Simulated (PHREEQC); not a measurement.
0.43 g of hydrous ferric oxide (600 m²/g; 0.2 weak and 0.005 strong sites per Fe, Dzombak-Morel constants, diffuse double layer) in 1 kg of water with 0.001 mol/kgw of an inert sodium salt and 0.011 mmol/kgw NaF, at 25 °C; the pH is set by adding NaOH or the inert anion's acid. O2 is buffered at 0.21 atm. CO2 from the air is kept out. Precipitation was switched off in this run.

The numbers come from PHREEQC with the ion-association model, wateq4f.dat.

```csv
pH,F sorbed (%),surface charge σ (C/m²),surface potential ψ (mV)
3,98.9,0.257,231
3.67,99.1,0.157,219
4.33,___,0.092,196
5,95.6,0.051,168
5.67,86.0,0.026,136
6.33,61.3,___,101
7.67,7.7,0.002,25
8.33,1.9,-0.001,___
9,0.4,-0.004,-51
9.67,0.1,-0.011,-89
10.33,0.0,-0.023,-124
11,0.0,-0.055,-155
```

Fill in the missing entries.


- 4.33, F sorbed (%): 98.4
- 6.33, surface charge σ (C/m²): 0.013
- 8.33, surface potential ψ (mV): -13

The oxide is taken as insoluble; below pH 4 it would dissolve.
